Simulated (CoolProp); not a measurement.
Saturation properties of nitrous oxide (Tc = 36.4 °C, pc = 7245 kPa, ω = 0.161).

The numbers come from the reference Helmholtz-energy equation of state, Lemmon 2006 in CoolProp. It is a short technical equation, of lower accuracy than the large ones.

```tsv
T (°C)	p (kPa)	liquid density (kg/m³)	enthalpy of vaporisation (kJ/kg)
-29.35	1345	1035	293.5
-21.75	1705	1005	279.8
-14.25	2125	973.8	265.1
-6.65	2622	939.5	248.7
0.85	3191	902.7	230.5
8.45	3854	861.3	209.6
15.95	4604	814.3	185.3
23.55	5473	756.1	154.6
31.05	6453	673.5	110.7
```

It boils at -88.5 °C under 1 atm.
